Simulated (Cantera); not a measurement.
An isothermal, constant-pressure homogeneous reactor starts with CO : O₂ : H₂O : N₂ = 0.01 : 0.003 : 0.017 : 1 (molar parts), equivalence ratio 1.7, at 1200 K and 9.87 atm.

Cantera simulation using GRI-Mech 3.0 (53 species, 325 reactions); the numbers are that mechanism's predictions, not measurements.

### Question
Predict: x(CO) at 6.00 s; x(H₂O) at 6.00 s; x(H₂) at 6.00 s; x(CO₂) at 6.00 s.

### Answer
| Quantity | Result |
|---|---|
| x(CO) at 6.00 s | 0.00227 (gas-phase equilibrium 0.00169) |
| x(H₂O) at 6.00 s | 0.0149 (gas-phase equilibrium 0.0144) |
| x(H₂) at 6.00 s | 0.00162 (gas-phase equilibrium 0.00220) |
| x(CO₂) at 6.00 s | 0.00746 (gas-phase equilibrium 0.00804) |
